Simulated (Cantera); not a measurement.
# Premixed flame

A freely propagating, adiabatic, planar premixed flame of H2 : O2 : N2 = 1 : 0.3 : 0.895 (molar parts), unburnt at 525 K and 82.5 Torr; mixture-averaged transport, grid criteria slope 0.08 and curve 0.16, no radiation.

Model: the H2/O2 subset of GRI-Mech 3.0, which has no nitrogen chemistry, integrated in Cantera. Burning velocities carry a grid error of a few per cent, more on coarse grids.

```json
[
 {"z (mm)": "-21.2", "T (K)": "525", "u (m/s)": "6.14", "x H2": "0.456", "x O2": "0.137", "x H": "<1e-8", "x O": "<1e-8", "x H2O2": "<1e-8", "x H2O": "<1e-8"},
 {"z (mm)": "-14.1", "T (K)": "525", "u (m/s)": "6.14", "x H2": "0.456", "x O2": "0.137", "x H": "<1e-8", "x O": "<1e-8", "x H2O2": "<1e-8", "x H2O": "<1e-8"},
 {"z (mm)": "-10.6", "T (K)": "525", "u (m/s)": "6.14", "x H2": "0.456", "x O2": "0.137", "x H": "<1e-8", "x O": "<1e-8", "x H2O2": "<1e-8", "x H2O": "<1e-8"},
 {"z (mm)": "-7.06", "T (K)": "525", "u (m/s)": "6.14", "x H2": "0.456", "x O2": "0.137", "x H": "1.18e-7", "x O": "<1e-8", "x H2O2": "<1e-8", "x H2O": "<1e-8"},
 {"z (mm)": "-3.53", "T (K)": "535", "u (m/s)": "6.25", "x H2": "0.454", "x O2": "0.137", "x H": "0.000401", "x O": "8.61e-6", "x H2O2": "6.97e-7", "x H2O": "0.000583"},
 {"z (mm)": "-1.77", "T (K)": "683", "u (m/s)": "7.88", "x H2": "0.427", "x O2": "0.132", "x H": "0.0129", "x O": "0.000220", "x H2O2": "9.07e-7", "x H2O": "0.0130"},
 {"z (mm)": "0", "T (K)": "1101", "u (m/s)": "12.3", "x H2": "0.259", "x O2": "0.0766", "x H": "0.101", "x O": "0.00657", "x H2O2": "3.40e-7", "x H2O": "0.130"},
 {"z (mm)": "1.77", "T (K)": "1366", "u (m/s)": "15.2", "x H2": "0.142", "x O2": "0.0115", "x H": "0.150", "x O": "0.00716", "x H2O2": "3.21e-7", "x H2O": "0.253"},
 {"z (mm)": "3.53", "T (K)": "1465", "u (m/s)": "16.2", "x H2": "0.139", "x O2": "0.00605", "x H": "0.144", "x O": "0.00645", "x H2O2": "2.88e-7", "x H2O": "0.265"},
 {"z (mm)": "7.06", "T (K)": "1584", "u (m/s)": "17.3", "x H2": "0.148", "x O2": "0.00515", "x H": "0.128", "x O": "0.00624", "x H2O2": "2.26e-7", "x H2O": "0.268"},
 {"z (mm)": "14.1", "T (K)": "1725", "u (m/s)": "18.6", "x H2": "0.158", "x O2": "0.00431", "x H": "0.109", "x O": "0.00562", "x H2O2": "1.40e-7", "x H2O": "0.272"},
 {"z (mm)": "28.2", "T (K)": "1876", "u (m/s)": "20.0", "x H2": "0.168", "x O2": "0.00331", "x H": "0.0892", "x O": "0.00459", "x H2O2": "7.46e-8", "x H2O": "0.277"},
 {"z (mm)": "56.5", "T (K)": "2029", "u (m/s)": "21.4", "x H2": "0.178", "x O2": "0.00229", "x H": "0.0697", "x O": "0.00333", "x H2O2": "3.89e-8", "x H2O": "0.284"}
]
```
x: mole fraction of selected species; z is measured from the peak of heat release.

| Item | Result |
|---|---|
| laminar burning velocity | 614 cm/s |
| thermal thickness | 7.06 mm |
| peak x(H) | 0.151 |
| peak x(O) | 0.00843 |
| peak x(H2O2) | 1.32e-6 |
| grid points | 139 |
